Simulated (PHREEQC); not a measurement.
HCl is added in steps, without added water, to 1 kg of water holding 0.0058 mol CuCl2, 5.9e-05 mol HBF4 and 4.8e-05 mol KCl, at 25 °C. O2 is buffered at 0.21 atm. The system is closed to CO2. The run lets Sylvite precipitate or redissolve, and no other solid.

Base run: PHREEQC, ion-association model, phreeqc.dat. Each further column changes one thing. The table gives HF (mol/kgw).

```json
[
 {"HCl added (mol)": "0", "base": "4.16e-5", "KCl from 4.8e-05 to 0.00048 mol/kgw": "4.15e-5", "0.00019 mol/kgw KOH added": "?", "no solid may form": "4.16e-5"},
 {"HCl added (mol)": "0.0001031", "base": "5.60e-5", "KCl from 4.8e-05 to 0.00048 mol/kgw": "5.59e-5", "0.00019 mol/kgw KOH added": "2.78e-5", "no solid may form": "5.60e-5"},
 {"HCl added (mol)": "0.0002062", "base": "6.86e-5", "KCl from 4.8e-05 to 0.00048 mol/kgw": "6.85e-5", "0.00019 mol/kgw KOH added": "4.39e-5", "no solid may form": "6.86e-5"},
 {"HCl added (mol)": "0.0003094", "base": "7.98e-5", "KCl from 4.8e-05 to 0.00048 mol/kgw": "7.97e-5", "0.00019 mol/kgw KOH added": "?", "no solid may form": "7.98e-5"},
 {"HCl added (mol)": "0.0004125", "base": "8.96e-5", "KCl from 4.8e-05 to 0.00048 mol/kgw": "8.95e-5", "0.00019 mol/kgw KOH added": "7.04e-5", "no solid may form": "8.96e-5"},
 {"HCl added (mol)": "0.0005156", "base": "9.84e-5", "KCl from 4.8e-05 to 0.00048 mol/kgw": "9.83e-5", "0.00019 mol/kgw KOH added": "8.13e-5", "no solid may form": "9.84e-5"},
 {"HCl added (mol)": "0.0005844", "base": "0.000104", "KCl from 4.8e-05 to 0.00048 mol/kgw": "0.000104", "0.00019 mol/kgw KOH added": "?", "no solid may form": "0.000104"},
 {"HCl added (mol)": "0.0006875", "base": "0.000111", "KCl from 4.8e-05 to 0.00048 mol/kgw": "0.000111", "0.00019 mol/kgw KOH added": "?", "no solid may form": "0.000111"},
 {"HCl added (mol)": "0.0007906", "base": "0.000118", "KCl from 4.8e-05 to 0.00048 mol/kgw": "0.000118", "0.00019 mol/kgw KOH added": "?", "no solid may form": "0.000118"},
 {"HCl added (mol)": "0.0008938", "base": "0.000124", "KCl from 4.8e-05 to 0.00048 mol/kgw": "0.000123", "0.00019 mol/kgw KOH added": "0.000112", "no solid may form": "0.000124"},
 {"HCl added (mol)": "0.0009969", "base": "0.000129", "KCl from 4.8e-05 to 0.00048 mol/kgw": "0.000129", "0.00019 mol/kgw KOH added": "0.000119", "no solid may form": "0.000129"},
 {"HCl added (mol)": "0.0011", "base": "0.000134", "KCl from 4.8e-05 to 0.00048 mol/kgw": "0.000134", "0.00019 mol/kgw KOH added": "0.000124", "no solid may form": "0.000134"}
]
```

Problem. Complete the blanks.

Solution. 
- 0, 0.00019 mol/kgw KOH added: 9.70e-6
- 0.0003094, 0.00019 mol/kgw KOH added: 5.80e-5
- 0.0005844, 0.00019 mol/kgw KOH added: 8.79e-5
- 0.0006875, 0.00019 mol/kgw KOH added: 9.69e-5
- 0.0007906, 0.00019 mol/kgw KOH added: 0.000105

Real BF4- forms and hydrolyses slowly; the run takes it at equilibrium.
